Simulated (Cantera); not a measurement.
# Boron, boron nitride and boron oxide: B2H6 + H2O + H2

Feed: 1 mol B2H6, a varied amount of H2O, 170 mol H2, at 1.33 mbar.

Cantera equilibrium calculation (NASA polynomials, part measured and part estimated; ideal gas, pure solids and liquids). Candidate condensed phases: B, B2O3, B3O3H3, H2O; 23 gas species. The feed counts by its element totals alone. Mutual solubility and eutectic melting of coexisting phases are not modelled. Gases not in the tables: H3BO3. Equilibrium is a limit: real reactors are often held back by kinetics, nucleation or transport.

Map the stable condensed phases over T = 1048, 1148, 1248, 1348, 1448, 1548, 1648, 1748, 1848, 1948, 2048, 2148 K and n(H2O) in mol = 0.8, 1.2, 1.9, 2.9, 4.4, 6.7, 10.


```
T in K \ n(H2O) in mol
         0.8 1.2 1.9 2.9 4.4 6.7  10
   2148    A   A   B   B   B   B   B
   2048    A   A   B   B   B   B   B
   1948    A   A   A   B   B   B   B
   1848    A   A   A   B   B   B   B
   1748    A   A   A   B   B   B   B
   1648    A   A   A   B   B   B   B
   1548    A   A   A   B   B   B   B
   1448    A   A   A   B   B   B   B
   1348    A   A   A   C   C   B   B
   1248    A   D   D   C   C   C   C
   1148    D   D   D   C   C   C   C
   1048    D   D   D   D   C   C   C
```
A: B; B: gas only; C: B2O3; D: B + B2O3.
